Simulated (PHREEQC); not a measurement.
Model water analysis in mmol/kgw, 25 °C, pH 3.55, pe 12:

```csv
constituent,mmol/kgw
Na,2.08
K,2.04
Ca,13.5
Mg,8.51
Cl,12.1
S(6),18.1
Mn(2),0.0716
Zn,0.00986
Li,0.485
```

Valence states are taken as typed.

Computed with PHREEQC (ion-association model, wateq4f.dat).

Task: The ionic strength comes out as 0.0609 mol/kgw. What activity coefficients do SO4-2, Na+, NaSO4-, KSO4-, LiSO4- get?

Result: SO4-2 0.44, Na+ 0.81, NaSO4- 0.82, KSO4- 0.82, LiSO4- 0.81.

Precipitation was switched off in this run.
